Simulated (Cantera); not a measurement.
Boron, boron nitride and boron oxide: BF3 + O2 + N2

Input: 1 mol BF3, 9.6 mol O2, 23 mol N2, at 36000 Pa.

Cantera equilibrium calculation (NASA polynomials, part measured and part estimated; ideal gas, pure solids and liquids). Candidate condensed phases: B, BN, B2O3; 31 gas species. The tables' values for BF2 are old estimates; treat these amounts as uncertain. Kinetics and transport are ignored.

From 1573 K to 2473 K nothing is condensed. The main B-bearing gas is BF3 throughout.

```
T (K)   x N2   x O2   x BF3     x NO       x F       x O     x BOF
-----  -----  -----  ------  -------  --------  --------  --------
1573   0.684  0.285  0.0297  0.00187   3.09e-5   9.29e-6   1.44e-5
1723   0.683  0.284  0.0297  0.00342  0.000145   5.05e-5   6.98e-5
1873   0.681  0.282  0.0295  0.00569  0.000535  0.000209  0.000261
2023   0.679  0.280  0.0289  0.00874   0.00162  0.000703  0.000795
2173   0.675  0.276  0.0275   0.0126   0.00416   0.00199   0.00205
2323   0.670  0.270  0.0248   0.0172   0.00925   0.00491   0.00458
2473   0.660  0.259  0.0202   0.0223    0.0179    0.0108   0.00889
```
x: gas mole fraction; nothing condenses.
